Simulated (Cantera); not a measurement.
A Cantera script and its output.

```python
import numpy as np
import cantera as ct

gas = ct.Solution("gri30.yaml")
gas.TPX = 1650, 500000, {'CH4': 1, 'CO': 0.28, 'O2': 1.78, 'N2': 6.71}
reactor = ct.IdealGasConstPressureReactor(gas, energy="on", clone=False)
net = ct.ReactorNet([reactor])
net.rtol, net.atol = 1e-08, 1e-16
show = ['CH4', 'CO', 'O2', 'CH2CO', 'CH3']
times = np.geomspace(2e-06, 0.2, 14)

steps = ct.SolutionArray(gas, extra=["t"])
rows = []
print(f"{'t/s':>10s}{'T/K':>9s}{'P/Pa':>11s}" + "".join(f"{s:>11s}" for s in show))
for t in times:
    while net.time < t:
        t_next = net.step()
        steps.append(gas.state, t=t_next)
    rows.append([np.interp(t, steps.t, y) for y in (steps.T, steps.P, *steps(*show).X.T)])
    print(f"{t:10.3e}{rows[-1][0]:9.1f}{rows[-1][1]:11.4g}" + "".join(f"{x:11.3e}" for x in rows[-1][2:]))
rate = np.gradient(steps.T, steps.t)
print("integrator steps:", len(steps.t))
if steps.T.max() > steps.T[0] + 200:
    print(f"time of steepest temperature rise: {steps.t[rate.argmax()]:.4e} s")
gas.TPX = 1650, 500000, {'CH4': 1, 'CO': 0.28, 'O2': 1.78, 'N2': 6.71}
gas.equilibrate("HP")
print(f"equilibrium (HP): T = {gas.T:.1f} K  " + "  ".join(f"{s} {gas[s].X[0]:.3e}" for s in show))
```

Result:

```
       t/s      T/K       P/Pa        CH4         CO         O2      CH2CO        CH3
 2.000e-06   1649.9      5e+05  1.023e-01  2.866e-02  1.822e-01  1.765e-10  1.615e-05
 4.849e-06   1649.9      5e+05  1.023e-01  2.866e-02  1.822e-01  1.204e-09  4.608e-05
 1.176e-05   1649.9      5e+05  1.021e-01  2.865e-02  1.821e-01  9.545e-09  1.402e-04
 2.850e-05   1651.8      5e+05  1.013e-01  2.865e-02  1.816e-01  1.762e-07  3.832e-04
 6.910e-05   1685.0      5e+05  9.293e-02  3.008e-02  1.761e-01  2.333e-05  1.041e-03
 1.675e-04   2947.0      5e+05  1.512e-13  7.054e-02  8.825e-03  2.980e-15  8.789e-13
 4.062e-04   2937.2      5e+05  1.682e-13  7.119e-02  7.829e-03  3.169e-15  9.383e-13
 9.848e-04   2934.3      5e+05  1.732e-13  7.138e-02  7.563e-03  3.222e-15  9.551e-13
 2.388e-03   2934.3      5e+05  1.733e-13  7.139e-02  7.558e-03  3.223e-15  9.554e-13
 5.789e-03   2934.3      5e+05  1.733e-13  7.139e-02  7.558e-03  3.223e-15  9.554e-13
 1.403e-02   2934.3      5e+05  1.733e-13  7.139e-02  7.558e-03  3.223e-15  9.554e-13
 3.403e-02   2934.3      5e+05  1.733e-13  7.139e-02  7.558e-03  3.223e-15  9.554e-13
 8.249e-02   2934.3      5e+05  1.733e-13  7.139e-02  7.558e-03  3.223e-15  9.554e-13
 2.000e-01   2934.3      5e+05  1.733e-13  7.139e-02  7.558e-03  3.223e-15  9.554e-13
integrator steps: 1905
time of steepest temperature rise: 9.5946e-05 s
equilibrium (HP): T = 2934.3 K  CH4 2.149e-13  CO 7.139e-02  O2 7.558e-03  CH2CO 3.457e-15  CH3 1.184e-12
```

Computed with Cantera and GRI-Mech 3.0 (53 species, 325 reactions).
